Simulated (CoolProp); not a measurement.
Values from CoolProp's reference Helmholtz-energy equation of state, Akasaka 2024.

Give the vapour pressure (MPa), vapour density (kg/m³) of saturated R1132(E) at 275.4, 279.4 K.


| T (K) | p (MPa) | vapour density (kg/m³) |
|---|---|---|
| 275.4 | 0.875 | 28.8 |
| 279.4 | 0.987 | 32.5 |
